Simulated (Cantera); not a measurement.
An adiabatic, constant-pressure homogeneous reactor starts with CH4 : O2 : N2 : H2O = 1 : 2.2 : 8.26 : 0.51 (molar parts), at 1125 K and 3.75 atm. Integrator tolerance rtol = 1e-08.

Computed with Cantera and GRI-Mech 3.0 (53 species, 325 reactions).

### Question
What does this change do: initial temperature 1125 to 1425 K?

### Answer
```csv
quantity,before,after
time of steepest temperature rise,35.8 ms,0.967 ms
temperature at 2.00 s,2569 K,2714 K
equilibrium temperature,2569 K,2714 K
x(CH4) at 2.00 s,<1e-12 (gas-phase equilibrium <1e-12),<1e-12 (gas-phase equilibrium <1e-12)
x(O2) at 2.00 s,0.0196 (gas-phase equilibrium 0.0196),0.0226 (gas-phase equilibrium 0.0226)
x(H2O) at 2.00 s,0.195 (gas-phase equilibrium 0.195),0.186 (gas-phase equilibrium 0.186)
x(HCN) at 2.00 s,2.04e-10 (gas-phase equilibrium 2.04e-10),7.31e-10 (gas-phase equilibrium 7.31e-10)
x(CH2) at 2.00 s,<1e-12 (gas-phase equilibrium <1e-12),<1e-12 (gas-phase equilibrium <1e-12)
x(NO) at 2.00 s,0.00735 (gas-phase equilibrium 0.00735),0.00986 (gas-phase equilibrium 0.00986)
x(H2O2) at 2.00 s,4.34e-7 (gas-phase equilibrium 4.34e-7),5.87e-7 (gas-phase equilibrium 5.87e-7)
```

### Question
What does this change do: constant volume in place of constant pressure?

### Answer
```json
[
 {"quantity": "time of steepest temperature rise", "before": "35.8 ms", "after": "34.6 ms"},
 {"quantity": "temperature at 2.00 s", "before": "2569 K", "after": "2798 K"},
 {"quantity": "equilibrium temperature", "before": "2569 K", "after": "2798 K"},
 {"quantity": "x(CH4) at 2.00 s", "before": "<1e-12 (gas-phase equilibrium <1e-12)", "after": "<1e-12 (gas-phase equilibrium <1e-12)"},
 {"quantity": "x(O2) at 2.00 s", "before": "0.0196 (gas-phase equilibrium 0.0196)", "after": "0.0213 (gas-phase equilibrium 0.0213)"},
 {"quantity": "x(H2O) at 2.00 s", "before": "0.195 (gas-phase equilibrium 0.195)", "after": "0.188 (gas-phase equilibrium 0.188)"},
 {"quantity": "x(HCN) at 2.00 s", "before": "2.04e-10 (gas-phase equilibrium 2.04e-10)", "after": "1.52e-9 (gas-phase equilibrium 1.52e-9)"},
 {"quantity": "x(CH2) at 2.00 s", "before": "<1e-12 (gas-phase equilibrium <1e-12)", "after": "<1e-12 (gas-phase equilibrium <1e-12)"},
 {"quantity": "x(NO) at 2.00 s", "before": "0.00735 (gas-phase equilibrium 0.00735)", "after": "0.0108 (gas-phase equilibrium 0.0108)"},
 {"quantity": "x(H2O2) at 2.00 s", "before": "4.34e-7 (gas-phase equilibrium 4.34e-7)", "after": "1.07e-6 (gas-phase equilibrium 1.07e-6)"}
]
```
